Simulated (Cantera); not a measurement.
An adiabatic, constant-volume homogeneous reactor starts with 2.37 % C2H4, 8.36 % O2, 83.6 % N2, 5.68 % H2O, at 1623 K and 4.93 atm.

Model: GRI-Mech 3.0 (53 species, 325 reactions), integrated in Cantera. GRI-Mech 3.0 was tuned for natural gas; its chemistry of ethylene as a main component is partial and can be far from experiment.

x: mole fraction; the columns are a selection and need not sum to one.

```json
[
 {"t (s)": "5.00e-6", "T (K)": "1624", "P (bar)": "5.00", "x C2H4": "0.0230", "x O2": "0.0830", "x H2O": "0.0569", "x CO2": "2.48e-6", "x CO": "0.000250", "x HO2": "0.000135"},
 {"t (s)": "1.68e-5", "T (K)": "[?]", "P (bar)": "7.25", "x C2H4": "<1e-12", "x O2": "[?]", "x H2O": "[?]", "x CO2": "[?]", "x CO": "[?]", "x HO2": "[?]"},
 {"t (s)": "5.62e-5", "T (K)": "2515", "P (bar)": "7.81", "x C2H4": "<1e-12", "x O2": "0.0158", "x H2O": "0.0973", "x CO2": "0.0394", "x CO": "0.00760", "x HO2": "4.24e-6"},
 {"t (s)": "0.000189", "T (K)": "2545", "P (bar)": "7.89", "x C2H4": "<1e-12", "x O2": "0.0147", "x H2O": "0.0986", "x CO2": "0.0414", "x CO": "0.00571", "x HO2": "3.62e-6"},
 {"t (s)": "0.000633", "T (K)": "2543", "P (bar)": "7.88", "x C2H4": "<1e-12", "x O2": "0.0143", "x H2O": "0.0987", "x CO2": "0.0414", "x CO": "0.00571", "x HO2": "3.53e-6"},
 {"t (s)": "0.00212", "T (K)": "2538", "P (bar)": "7.86", "x C2H4": "<1e-12", "x O2": "0.0134", "x H2O": "0.0987", "x CO2": "0.0413", "x CO": "0.00575", "x HO2": "3.32e-6"},
 {"t (s)": "0.00711", "T (K)": "2531", "P (bar)": "7.84", "x C2H4": "<1e-12", "x O2": "0.0123", "x H2O": "0.0988", "x CO2": "0.0413", "x CO": "0.00580", "x HO2": "3.07e-6"},
 {"t (s)": "0.0239", "T (K)": "2530", "P (bar)": "7.84", "x C2H4": "<1e-12", "x O2": "0.0121", "x H2O": "0.0988", "x CO2": "0.0413", "x CO": "0.00581", "x HO2": "3.03e-6"},
 {"t (s)": "0.0800", "T (K)": "2530", "P (bar)": "7.84", "x C2H4": "<1e-12", "x O2": "0.0121", "x H2O": "0.0988", "x CO2": "0.0413", "x CO": "0.00581", "x HO2": "3.03e-6"},
 {"t (s)": "0.268", "T (K)": "2530", "P (bar)": "7.84", "x C2H4": "<1e-12", "x O2": "0.0121", "x H2O": "0.0988", "x CO2": "0.0413", "x CO": "0.00581", "x HO2": "3.03e-6"},
 {"t (s)": "0.900", "T (K)": "2530", "P (bar)": "7.84", "x C2H4": "<1e-12", "x O2": "0.0121", "x H2O": "0.0988", "x CO2": "0.0413", "x CO": "0.00581", "x HO2": "3.03e-6"}
]
```

Question: What belongs in the gaps?

Answer: 
- 1.68e-5, T (K): 2305
- 1.68e-5, x O2: 0.0217
- 1.68e-5, x H2O: 0.0880
- 1.68e-5, x CO2: 0.0284
- 1.68e-5, x CO: 0.0180
- 1.68e-5, x HO2: 1.24e-5
